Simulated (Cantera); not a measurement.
Input (Python, Cantera):

```python
import numpy as np
import cantera as ct

gas = ct.Solution("gri30.yaml")
gas.TPX = 700, 150000, {'CH4': 1, 'O2': 1.82, 'N2': 6.84, 'H2O': 0.33}
flame = ct.FreeFlame(gas, width=0.03)
flame.set_refine_criteria(ratio=3, slope=0.08, curve=0.16)
flame.transport_model = "mixture-averaged"
flame.solve(loglevel=0, auto=True)
flame.transport_model = "multicomponent"
flame.soret_enabled = False
flame.solve(loglevel=0, refine_grid=True)
z, T = flame.grid, flame.T
thick = (T[-1] - T[0]) / np.gradient(T, z).max()
show = ['CH4', 'O2', 'H2O', 'H', 'H2', 'CO']
print(f"laminar burning velocity  {flame.velocity[0] * 100:.3f} cm/s")
print(f"burnt temperature         {T[-1]:.1f} K")
print(f"thermal thickness         {thick * 1e3:.4f} mm")
print(f"grid points               {len(z)}")
z0 = z[flame.heat_release_rate.argmax()]
print(f"{'z/mm':>9s}{'T/K':>9s}{'u/(m/s)':>9s}" + "".join(f"{s:>11s}" for s in show))
rows = []
for k in (-3, -2, -1.5, -1, -0.5, -0.25, 0, 0.25, 0.5, 1, 2, 4, 8):
    zz = z0 + k * thick
    rows.append([k * thick, np.interp(zz, z, T), np.interp(zz, z, flame.velocity),
                 *(np.interp(zz, z, flame.X[gas.species_index(s)]) for s in show)])
    print(f"{rows[-1][0] * 1e3:9.3f}{rows[-1][1]:9.1f}{rows[-1][2]:9.3f}" + "".join(f"{x:11.3e}" for x in rows[-1][3:]))
```

It prints:

```
laminar burning velocity  145.261 cm/s
burnt temperature         2399.8 K
thermal thickness         0.2386 mm
grid points               150
     z/mm      T/K  u/(m/s)        CH4         O2        H2O          H         H2         CO
   -0.716    700.2    1.455  9.996e-02  1.819e-01  3.303e-02  2.226e-12  1.260e-03  2.802e-06
   -0.477    702.0    1.462  9.961e-02  1.814e-01  3.327e-02  2.955e-10  3.605e-03  3.762e-05
   -0.358    710.1    1.483  9.879e-02  1.803e-01  3.440e-02  1.013e-08  6.586e-03  2.108e-04
   -0.239    766.7    1.613  9.457e-02  1.754e-01  4.147e-02  1.255e-06  1.251e-02  1.685e-03
   -0.119   1127.5    2.410  6.847e-02  1.441e-01  8.122e-02  1.099e-04  2.288e-02  1.490e-02
   -0.060   1518.4    3.284  3.746e-02  1.033e-01  1.239e-01  8.102e-04  2.849e-02  3.398e-02
    0.000   1889.4    4.124  8.977e-03  5.529e-02  1.666e-01  3.689e-03  2.976e-02  5.406e-02
    0.060   2051.0    4.479  7.139e-04  2.691e-02  1.867e-01  7.318e-03  2.514e-02  5.551e-02
    0.119   2096.6    4.562  3.018e-05  1.690e-02  1.913e-01  8.897e-03  2.222e-02  4.785e-02
    0.239   2143.6    4.639  5.949e-08  1.196e-02  1.924e-01  8.809e-03  2.148e-02  3.926e-02
    0.477   2201.7    4.743  5.366e-12  9.465e-03  1.953e-01  7.169e-03  2.064e-02  3.517e-02
    0.954   2267.5    4.865  2.728e-15  7.120e-03  2.004e-01  5.064e-03  1.878e-02  3.303e-02
    1.909   2326.4    4.972  2.381e-15  4.918e-03  2.054e-01  3.367e-03  1.679e-02  3.088e-02
```

Cantera simulation using GRI-Mech 3.0 (53 species, 325 reactions); the numbers are that mechanism's predictions, not measurements. Burning velocities carry a grid error of a few per cent, more on coarse grids.
